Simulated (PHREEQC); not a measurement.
Consider water at 20 °C with 0.0061 mol/kgw KHCO3, 0.013 mol/kgw NaOH and 0.0345 mol/kgw KCl. Closed to the air; pH follows from the charge balance.

Equilibrium calculation in PHREEQC: ion-association model, phreeqc.dat.

Task: The ionic strength comes out as 0.0587 mol/kgw. What activity coefficients do K+, CO3-2, HCO3-, OH-, Cl- get?

Result: K+ 0.80, CO3-2 0.45, HCO3- 0.82, OH- 0.80, Cl- 0.81.

Precipitation was switched off in this run. Species that the database lacks are ignored.
